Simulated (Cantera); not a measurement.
Feed: 1 mol C2H6, 0.13 mol H2O, 78 mol H2, at 480000 Pa.

These are equilibrium values from Cantera (NASA tables, ideal gas, pure condensed phases), not measurements of a reactor. Candidate condensed phases: C, C6H6, C7H8, C8H18, H2O; 110 gas species. Rates play no part. All values below are at 2575 °C.

Base state: H2 0.944, H 0.0428, C2H2 (acetylene) 0.0108, CO 0.00157, CH4 0.000215, CH3 0.000161, C2H 6.71e-5, C4H2 5.19e-5 (mole fractions); condensed: gas only.

What changes in the equilibrium state with this change: C2H6 replaced by toluene?


```json
[
 {"species": "H2", "before": "0.944", "after": "0.919"},
 {"species": "H", "before": "0.0428", "after": "0.0423"},
 {"species": "C2H2 (acetylene)", "before": "0.0108", "after": "0.0359"},
 {"species": "C6H2", "before": "2.62e-7", "after": "1.00e-5"},
 {"species": "C4H2", "before": "5.19e-5", "after": "0.000584"},
 {"species": "C(graphite), mol", "before": "0", "after": "0.510"}
]
```
